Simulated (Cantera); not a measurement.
A perfectly stirred reactor is fed with CH4 : O2 : N2 : CO2 = 1 : 2 : 7.52 : 0.26 (molar parts), equivalence ratio 1.0, at 37000 Pa; it is adiabatic with a 400 K inlet, and is followed from long to short residence time, starting on the burning branch (τ in s: 0.093, 0.042, 0.019, 0.0087, 0.004, 0.0018, 0.00082, 0.00037, 0.00017, 7.7e-05, 3.5e-05, 1.6e-05, 7.3e-06).

Detailed kinetics in Cantera: GRI-Mech 3.0 (53 species, 325 reactions).

Question: Predict: blow-out, bracketed by the residence times tried; x(CH4) at τ = 93.0 ms; x(O2) at τ = 93.0 ms; x(CO2) at τ = 93.0 ms; x(H2O2) at τ = 93.0 ms; x(HCN) at τ = 93.0 ms; x(CH4) at τ = 0.820 ms; x(O2) at τ = 0.820 ms; x(CO2) at τ = 0.820 ms; x(H2O2) at τ = 0.820 ms; x(HCN) at τ = 0.820 ms.

Answer: 
```
Property                                                                        Value
------------------------------------------------  -----------------------------------
blow-out, bracketed by the residence times tried  burning at 0.170 ms, out at 77.0 µs
x(CH4) at τ = 93.0 ms                                                         6.57e-6
x(O2) at τ = 93.0 ms                                                           0.0102
x(CO2) at τ = 93.0 ms                                                          0.0977
x(H2O2) at τ = 93.0 ms                                                        4.09e-8
x(HCN) at τ = 93.0 ms                                                         2.88e-7
x(CH4) at τ = 0.820 ms                                                       0.000292
x(O2) at τ = 0.820 ms                                                          0.0248
x(CO2) at τ = 0.820 ms                                                         0.0762
x(H2O2) at τ = 0.820 ms                                                       1.96e-7
x(HCN) at τ = 0.820 ms                                                        7.38e-7
```
